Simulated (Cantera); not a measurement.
Mixture: CH₄ : C₂H₆ : C₃H₈ : O₂ : N₂ = 1 : 0.062 : 0.042 : 1.28 : 4.8 (molar parts), equivalence ratio 1.9, at 2.40 bar, adiabatic and at constant volume. Ignition delay is the time to a rise of 400 K.

Detailed kinetics in Cantera: GRI-Mech 3.0 (53 species, 325 reactions).

Q: Predict: delay at 1198 K; delay at 1248 K; delay at 1298 K; delay at 1348 K; delay at 1398 K; delay at 1448 K; delay at 1498 K; apparent activation energy between 1398 and 1498 K.

A: 
| Quantity | Result |
|---|---|
| delay at 1198 K | 5.20 ms |
| delay at 1248 K | 2.64 ms |
| delay at 1298 K | 1.37 ms |
| delay at 1348 K | 0.727 ms |
| delay at 1398 K | 0.403 ms |
| delay at 1448 K | 0.233 ms |
| delay at 1498 K | 0.141 ms |
| apparent activation energy between 1398 and 1498 K | 180 kJ/mol |
